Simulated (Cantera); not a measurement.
Cantera run:

```python
import numpy as np
import cantera as ct

gas_names = [...]  # 113 gases of nasa_gas.yaml made of C, F, H, Si
cond_names = """
    C(gr) C6H6(L) C7H8(L) C8H18(L),n-octa Si(cr) Si(L) SiC(b)
""".split()


# ... load() reads the species with a 1 bar reference pressure and builds the phases ...
atoms = {
    'SiC': {'Si': 1, 'C': 1},
    'Si': {'Si': 1},
    'H2': {'H': 2},
    'HF': {'H': 1, 'F': 1},
}
top_T = {'C(gr)': 4500, 'SiC(b)': 3050}  # K; cautious upper limits of use, not melting points


# ... equilibrate(T, P, feed) seeds the gas with the atoms and calls Mixture.equilibrate('TP', solver="vcs", rtol=1e-11, max_steps=5000) ...
results = []
feed = {'SiC': 1, 'Si': 0.06, 'H2': 0.021, 'HF': 0.00075}  # mol
P = 101325  # Pa
for T in [1673, 1773, 1873, 1973, 2073, 2173, 2273, 2373, 2473]:
    mix = equilibrate(T, P, feed)
    results.append((T, P, feed, dict(zip(mix.species_names, mix.species_moles))))

top = {s: max(r[3][s] / sum(r[3][g] for g in gas_names) for r in results) for s in gas_names}
cols = sorted((s for s in top if top[s] > 1e-05), key=lambda s: -top[s])[:7]
seen = [c for c in cond_names if any(r[3].get(c, 0) > 1e-12 for r in results)]
print("log10 of partial pressures in bar; condensed amounts in mol")
print(f"{'T/K':>10s}" + "".join(f"{s[:9]:>10s}" for s in cols + seen))
for T, P, feed, n in results:
    ng = sum(n[g] for g in gas_names)
    print(f"{T:10.4g}" + "".join(f"{np.log10(max(n[s] / ng * P / 1e5, 1e-99)):10.3f}" for s in cols)
          + "".join(f"{n.get(c, 0):10.4g}" for c in seen))
```

Output:

```
log10 of partial pressures in bar; condensed amounts in mol
       T/K        H2         H        HF      SiF2      SiF3        Si      SiF4    Si(cr)     Si(L)    SiC(b)
      1673     0.000    -3.944    -2.593    -2.849    -2.484    -6.379    -2.483   0.05978         0         1
      1773    -0.001    -3.546    -2.391    -2.597    -2.408    -5.672    -2.641         0   0.05977         1
      1873    -0.002    -3.191    -2.225    -2.413    -2.394    -5.055    -2.847         0   0.05977         1
      1973    -0.003    -2.871    -2.093    -2.285    -2.435    -4.501    -3.103         0   0.05977         1
      2073    -0.005    -2.582    -1.991    -2.203    -2.521    -4.001    -3.401         0   0.05977         1
      2173    -0.006    -2.320    -1.913    -2.158    -2.643    -3.548    -3.728         0   0.05977         1
      2273    -0.009    -2.080    -1.855    -2.142    -2.790    -3.136    -4.073         0   0.05976         1
      2373    -0.013    -1.861    -1.812    -2.147    -2.955    -2.759    -4.428         0   0.05973         1
      2473    -0.018    -1.661    -1.783    -2.170    -3.132    -2.412    -4.789         0   0.05967         1
```

Method: chemical equilibrium by Gibbs-energy minimisation in Cantera with the NASA 1993 tables (ideal gas, pure condensed phases). Mutual solubility and eutectic melting of coexisting phases are not modelled. The tables' values for SiF2, SiF3, SiF are old estimates; treat these amounts as uncertain. Gases not in the tables: Si2H6 and higher silanes.
